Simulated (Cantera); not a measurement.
A freely propagating, adiabatic, planar premixed flame of CH₄ : CO : O₂ : N₂ : CO₂ = 1 : 0.15 : 2.31 : 6.69 : 0.22 (molar parts), equivalence ratio 0.90, unburnt at 600 K and 143 Torr; mixture-averaged transport, grid criteria slope 0.08 and curve 0.16, no radiation.

Cantera simulation using GRI-Mech 3.0 (53 species, 325 reactions); the numbers are that mechanism's predictions, not measurements. Burning velocities carry a grid error of a few per cent, more on coarse grids.

Problem. What does this change do: inlet temperature 600 to 698 K?

Solution. 
```csv
quantity,before,after
laminar burning velocity,213 cm/s,280 cm/s
thermal thickness,1.23 mm,1.17 mm
peak x(HCN),1.82e-6,2.12e-6
peak x(O),0.0110,0.0119
peak x(CH₂),6.91e-5,7.96e-5
```

Problem. What does this change do: CH4 1 to 0.79 parts?

Solution. 
| quantity | before | after |
|---|---|---|
| laminar burning velocity | 213 cm/s | 184 cm/s |
| thermal thickness | 1.23 mm | 1.38 mm |
| peak x(HCN) | 1.82e-6 | 4.74e-7 |
| peak x(O) | 0.0110 | 0.0118 |
| peak x(CH₂) | 6.91e-5 | 3.49e-5 |
